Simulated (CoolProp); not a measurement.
Model: reference Helmholtz-energy equation of state, Platzer 1990, in CoolProp. This equation is an older, rougher fit; its heat capacities, sound speeds and derivatives of the liquid may be far off and weren't checked against measurements.

Task: For c-C4F8 (RC318), give the phase and the density (kg/m³), Prandtl number at 238.3 K and 0.133 MPa.

Result: 
- 238.3 K and 0.133 MPa: liquid; density 1710, Prandtl number 12.0

Viscosity comes from a separate model (Huber 2003), an estimate that may be off by 10 % or more. Thermal conductivity comes from a separate model (Huber 2003), an estimate that may be off by 10 % or more.
